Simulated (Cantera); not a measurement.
Mixture: CH4 : O2 : N2 = 1 : 2.15 : 8.09 (molar parts), at 0.681 atm, adiabatic and at constant pressure. Ignition delay is the time to a rise of 400 K.

Computed with Cantera and GRI-Mech 3.0 (53 species, 325 reactions).

### Question
What does this change do: pressure from 0.681 atm to 3.65 atm?

### Answer
```json
[
 {"quantity": "delay at 1250 K", "before": "29.6 ms", "after": "6.89 ms"},
 {"quantity": "delay at 1325 K", "before": "10.9 ms", "after": "2.77 ms"},
 {"quantity": "delay at 1400 K", "before": "4.41 ms", "after": "1.18 ms"},
 {"quantity": "delay at 1475 K", "before": "1.95 ms", "after": "0.535 ms"},
 {"quantity": "delay at 1550 K", "before": "0.951 ms", "after": "0.257 ms"},
 {"quantity": "delay at 1625 K", "before": "0.508 ms", "after": "0.132 ms"},
 {"quantity": "apparent activation energy between 1475 and 1625 K", "before": "180 kJ/mol", "after": "190 kJ/mol"}
]
```

### Question
What does this change do: pressure from 0.681 atm to 0.553 atm?

### Answer
```
quantity                                                before       after
--------------------------------------------------  ----------  ----------
delay at 1250 K                                        29.6 ms     34.8 ms
delay at 1325 K                                        10.9 ms     12.8 ms
delay at 1400 K                                        4.41 ms     5.14 ms
delay at 1475 K                                        1.95 ms     2.28 ms
delay at 1550 K                                       0.951 ms     1.12 ms
delay at 1625 K                                       0.508 ms    0.607 ms
apparent activation energy between 1475 and 1625 K  180 kJ/mol  180 kJ/mol
```

### Question
What does this change do: constant volume in place of constant pressure?

### Answer
```csv
quantity,before,after
delay at 1250 K,29.6 ms,28.3 ms
delay at 1325 K,10.9 ms,10.4 ms
delay at 1400 K,4.41 ms,4.19 ms
delay at 1475 K,1.95 ms,1.85 ms
delay at 1550 K,0.951 ms,0.905 ms
delay at 1625 K,0.508 ms,0.484 ms
apparent activation energy between 1475 and 1625 K,180 kJ/mol,180 kJ/mol
```
